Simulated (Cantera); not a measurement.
A freely propagating, adiabatic, planar premixed flame of 14.5 % CO, 20.3 % H₂, 11.6 % O₂, 53.5 % N₂, unburnt at 550 K and 8.88 atm; multicomponent+Soret transport, grid criteria slope 0.08 and curve 0.16, no radiation.

Detailed kinetics in Cantera: GRI-Mech 3.0 (53 species, 325 reactions). The hydrogen kinetics of GRI-Mech 3.0 are dated; newer H2 mechanisms differ, most at raised pressure. Burning velocities carry a grid error of a few per cent, more on coarse grids.

x: mole fraction of selected species; z is measured from the peak of heat release.

```json
[
 {"z (mm)": "-0.0953", "T (K)": "550", "u (m/s)": "2.99", "x CO": "0.145", "x H₂": "0.203", "x O₂": "0.116", "x CO₂": "<1e-8", "x H₂O": "1.24e-7", "x OH": "<1e-8"},
 {"z (mm)": "-0.0635", "T (K)": "550", "u (m/s)": "2.99", "x CO": "0.146", "x H₂": "0.202", "x O₂": "0.116", "x CO₂": "2.18e-8", "x H₂O": "3.04e-6", "x OH": "<1e-8"},
 {"z (mm)": "-0.0476", "T (K)": "550", "u (m/s)": "2.98", "x CO": "0.146", "x H₂": "0.199", "x O₂": "0.117", "x CO₂": "2.04e-7", "x H₂O": "1.93e-5", "x OH": "<1e-8"},
 {"z (mm)": "-0.0318", "T (K)": "554", "u (m/s)": "2.97", "x CO": "0.148", "x H₂": "0.189", "x O₂": "0.118", "x CO₂": "5.37e-6", "x H₂O": "0.000245", "x OH": "<1e-8"},
 {"z (mm)": "-0.0159", "T (K)": "647", "u (m/s)": "3.33", "x CO": "0.153", "x H₂": "0.150", "x O₂": "0.121", "x CO₂": "0.000618", "x H₂O": "0.00749", "x OH": "2.55e-5"},
 {"z (mm)": "-0.00794", "T (K)": "970", "u (m/s)": "4.89", "x CO": "0.151", "x H₂": "0.117", "x O₂": "0.106", "x CO₂": "0.00533", "x H₂O": "0.0383", "x OH": "0.000708"},
 {"z (mm)": "0", "T (K)": "1394", "u (m/s)": "6.95", "x CO": "0.141", "x H₂": "0.0800", "x O₂": "0.0735", "x CO₂": "0.0160", "x H₂O": "0.0930", "x OH": "0.00225"},
 {"z (mm)": "0.00794", "T (K)": "___", "u (m/s)": "8.36", "x CO": "___", "x H₂": "___", "x O₂": "___", "x CO₂": "___", "x H₂O": "___", "x OH": "___"},
 {"z (mm)": "0.0159", "T (K)": "1859", "u (m/s)": "9.15", "x CO": "0.116", "x H₂": "0.0381", "x O₂": "0.0212", "x CO₂": "0.0442", "x H₂O": "0.161", "x OH": "0.00684"},
 {"z (mm)": "0.0318", "T (K)": "2026", "u (m/s)": "9.87", "x CO": "0.100", "x H₂": "0.0347", "x O₂": "0.00845", "x CO₂": "0.0618", "x H₂O": "0.171", "x OH": "0.00781"},
 {"z (mm)": "0.0635", "T (K)": "2158", "u (m/s)": "10.4", "x CO": "0.0902", "x H₂": "0.0364", "x O₂": "0.00336", "x CO₂": "0.0736", "x H₂O": "0.174", "x OH": "0.00661"},
 {"z (mm)": "0.127", "T (K)": "2244", "u (m/s)": "10.8", "x CO": "0.0874", "x H₂": "0.0368", "x O₂": "0.00134", "x CO₂": "0.0773", "x H₂O": "0.179", "x OH": "0.00459"},
 {"z (mm)": "0.254", "T (K)": "2292", "u (m/s)": "11.0", "x CO": "0.0870", "x H₂": "0.0364", "x O₂": "___", "x CO₂": "0.0783", "x H₂O": "0.183", "x OH": "___"}
]
```

Problem. Complete the blanks.

Solution. 
- 0.00794, T (K): 1688
- 0.00794, x CO: 0.128
- 0.00794, x H₂: 0.0508
- 0.00794, x O₂: 0.0403
- 0.00794, x CO₂: 0.0305
- 0.00794, x H₂O: 0.139
- 0.00794, x OH: 0.00482
- 0.254, x O₂: 0.000466
- 0.254, x OH: 0.00279
